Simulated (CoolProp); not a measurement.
Model: reference Helmholtz-energy equation of state, Beckmüller 2019, in CoolProp.

Give the vapour pressure (bar), vapour density (kg/m³), enthalpy of vaporisation (kJ/kg), surface tension (mN/m) of saturated n-octane at 128.35 °C.


```json
[
 {"T (°C)": "128.35", "p (bar)": "1.09", "vapour density (kg/m³)": "3.97", "enthalpy of vaporisation (kJ/kg)": "300", "surface tension (mN/m)": "11.7"}
]
```

Surface tension comes from a separate correlation (Mulero 2012).
